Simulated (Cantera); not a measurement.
A freely propagating, adiabatic, planar premixed flame of 30.8 % H2, 15.4 % O2, 53.8 % N2, equivalence ratio 1.0, unburnt at 450 K and 260000 Pa; mixture-averaged transport, grid criteria slope 0.08 and curve 0.16, no radiation.

Model: the H2/O2 subset of GRI-Mech 3.0, which has no nitrogen chemistry, integrated in Cantera. The hydrogen kinetics of GRI-Mech 3.0 are dated; newer H2 mechanisms differ, most at raised pressure. Burning velocities carry a grid error of a few per cent, more on coarse grids.

x: mole fraction of selected species; z is measured from the peak of heat release.

```tsv
z (mm)	T (K)	u (m/s)	x H2	x O2	x O	x H2O	x H2O2	x H
-0.353	450	4.75	0.308	0.154	<1e-8	<1e-8	<1e-8	<1e-8
-0.236	450	4.75	0.308	0.154	<1e-8	<1e-8	<1e-8	<1e-8
-0.177	450	4.75	0.308	0.154	<1e-8	2.32e-8	<1e-8	<1e-8
-0.118	450	4.75	0.307	0.154	1.14e-8	1.35e-6	<1e-8	<1e-8
-0.0589	470	4.90	0.298	0.156	2.40e-6	0.000570	___	4.59e-6
-0.0295	733	7.37	0.256	0.152	0.000201	0.0219	___	0.00215
0	1239	12.0	0.168	0.118	0.00331	0.105	___	0.0194
0.0295	1599	15.3	0.0864	0.0628	0.00857	0.203	___	0.0373
0.0589	1788	17.0	0.0553	0.0367	0.0102	0.247	___	0.0390
0.118	1975	18.6	0.0448	0.0253	0.00910	0.269	___	0.0304
0.236	2149	20.0	0.0400	0.0203	0.00651	0.284	___	0.0199
0.471	2298	21.2	0.0337	0.0161	0.00414	0.300	___	0.0119
0.943	2414	22.0	0.0268	0.0125	0.00247	0.314	___	0.00670
```

**Question.** Complete the blanks.

**Answer.** 
- -0.0589, x H2O2: 7.38e-6
- -0.0295, x H2O2: 8.91e-5
- 0, x H2O2: 2.63e-5
- 0.0295, x H2O2: 5.21e-6
- 0.0589, x H2O2: 2.87e-6
- 0.118, x H2O2: 1.54e-6
- 0.236, x H2O2: 9.22e-7
- 0.471, x H2O2: 6.42e-7
- 0.943, x H2O2: 4.95e-7
